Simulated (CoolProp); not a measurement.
A simple Rankine cycle with vinyl chloride: condensing at 305.15 K, boiler at 4.13 MPa, turbine inlet 429 K, turbine efficiency 0.85, pump efficiency 0.6, no recuperator. Each further row changes one setting.

Model: reference Helmholtz-energy equation of state, Thol 2022, in CoolProp.

| case | thermal efficiency (%) | net work (kJ/kg) | heat in (kJ/kg) | turbine exit temperature (K) | volume ratio over the turbine |
|---|---|---|---|---|---|
| as stated | 16.6 | 63.4 | 382 | 308.1 | 8.08 |
| condensing temperature 297.15 K | 17.9 | 70.4 | 394 | 298.0 | 9.99 |
| boiler pressure 2.89 MPa | 15.1 | 61.7 | 408 | 336.1 | 5.42 |
| turbine efficiency 0.75 | 14.4 | 55.2 | 382 | 316.6 | 8.37 |
